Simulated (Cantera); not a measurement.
## Equilibrium for boron, boron nitride and boron oxide: B2O3 + NH3 + N2

Input: 1 mol B2O3, 0.24 mol NH3, 0.13 mol N2, at 0.975 Torr.

Method: chemical equilibrium by Gibbs-energy minimisation in Cantera with the NASA 1993 tables (ideal gas, pure condensed phases). Candidate condensed phases: B, BN, B2O3, B3O3H3, H2O; 39 gas species. Equilibrium is a limit: real reactors are often held back by kinetics, nucleation or transport.

From 1350 °C to 1400 °C the condensed part is B2O3(l). From 1450 °C to 1900 °C nothing is condensed. The main B-bearing gas is B2O3 throughout.

```
T (°C)  x B2O3    x H2   x N2  x HBO2     x BO      x H   x HBO  x B2O2  n B2O3(l)
------  ------  ------  -----  ------  -------  -------  ------  ------  ---------
1350     0.169   0.416  0.318  0.0524  0.00192  0.00124  0.0294  0.0114      0.825
1400     0.391   0.255  0.217  0.0767  0.00424  0.00160  0.0328  0.0207      0.459
1450     0.533   0.164  0.155  0.0840  0.00729  0.00205  0.0300  0.0242          0
1500     0.527   0.160  0.154  0.0885   0.0113  0.00315  0.0311  0.0242          0
1550     0.520   0.155  0.154  0.0933   0.0168  0.00473  0.0318  0.0237          0
1600     0.511   0.150  0.153  0.0984   0.0244  0.00693  0.0320  0.0228          0
1650     0.501   0.144  0.152   0.104   0.0341  0.00991  0.0317  0.0214          0
1700     0.488   0.137  0.151   0.110   0.0463   0.0139  0.0307  0.0196          0
1750     0.474   0.129  0.149   0.116   0.0608   0.0189  0.0292  0.0174          0
1800     0.458   0.120  0.147   0.123   0.0774   0.0253  0.0271  0.0150          0
1850     0.439   0.110  0.145   0.130   0.0958   0.0330  0.0246  0.0126          0
1900     0.418  0.0989  0.142   0.136    0.115   0.0421  0.0218  0.0103          0
```
x: gas mole fraction; n: condensed amount in mol.
